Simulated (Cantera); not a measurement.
Feed: 1 mol MgO, 2.9 mol SiCl4, 14 mol O2, at 1227 °C and 0.00830 bar.

Method: chemical equilibrium by Gibbs-energy minimisation in Cantera with the NASA 1993 tables (ideal gas, pure condensed phases). Candidate condensed phases: Mg, MgCl2, MgO, MgSiO3, Mg2SiO4, Si, SiO2; 20 gas species. Mutual solubility and eutectic melting of coexisting phases are not modelled. The tables hold silica as quartz up to 1696 K and as liquid above; real silica turns to tridymite and cristobalite and melts near 1996 K. Condensed phases not in the tables: alloys, solid solutions and most ternary compounds. The numbers say what is thermodynamically allowed, not how fast it happens.

Base state: O2 0.581, Cl 0.245, Cl2 0.146, MgCl2 0.0276, ClO 0.000418, O 3.39e-5 (mole fractions); condensed: MgSiO3(s) + SiO2(β-quartz).

Task: What changes in the equilibrium state with this change: pressure from 0.00830 bar to 0.000200 bar?

Result: 
```csv
species,before,after
O2,0.581,0.507
Cl,0.245,0.464
MgCl2,0.0276,0.0164
Cl2,0.146,0.0126
O,3.39e-5,0.000204
ClO,0.000418,0.000115
"MgSiO3(s), mol",0.460,0.636
"SiO2(β-quartz), mol",2.44,2.26
```
